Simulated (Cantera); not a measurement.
**CuO + C + CO (carbothermic reduction)**

Charge: 1 mol CuO, 1.1 mol C, 0.19 mol CO, held at 1725 °C and 1.80 bar.

Equilibrium computed with Cantera from the NASA thermochemical tables; the gas is ideal and each condensed phase is pure. Candidate condensed phases: C, Cu, CuO, Cu₂O; 15 gas species. Rates play no part.

```yaml
x(CO): 0.998
x(Cu): 0.00235
x(CO₂): 4.62e-5
x(Cu₂): 9.64e-6
n(C(graphite)): 0.100 mol
n(Cu(l)): 0.997 mol
gas_amount: 1.193 mol
```
